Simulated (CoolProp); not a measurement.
Saturation properties of decamethyltetrasiloxane (MD2M).

Model: reference Helmholtz-energy equation of state, Thol 2017, in CoolProp.

| T (°C) | p (MPa) | liquid density (kg/m³) | vapour density (kg/m³) | liquid cp (kJ/(kg K)) | surface tension (mN/m) |
|---|---|---|---|---|---|
| 152.15 | 0.03174 | 717.3 | 2.876 | 2.021 | 7.98 |
| 160.55 | 0.04093 | 707.7 | 3.662 | 2.039 | 7.44 |
| 168.85 | 0.05197 | 698.1 | 4.597 | 2.058 | 6.92 |
| 177.15 | 0.06524 | 688.3 | 5.715 | 2.076 | 6.41 |
| 185.45 | 0.08102 | 678.2 | 7.039 | 2.094 | 5.91 |
| 193.75 | 0.09964 | 667.9 | 8.599 | 2.113 | 5.43 |
| 202.15 | 0.1217 | 657.1 | 10.45 | 2.132 | 4.95 |
| 210.45 | 0.1470 | 646.2 | 12.59 | 2.151 | 4.49 |
| 218.75 | 0.1762 | 634.8 | 15.07 | 2.170 | 4.04 |
| 227.05 | 0.2097 | 623.1 | 17.95 | 2.191 | 3.61 |

It boils at 194.4 °C under 1 atm.

Surface tension comes from a separate correlation (Mulero 2014), older than this fluid's equation and unchecked against measurements.
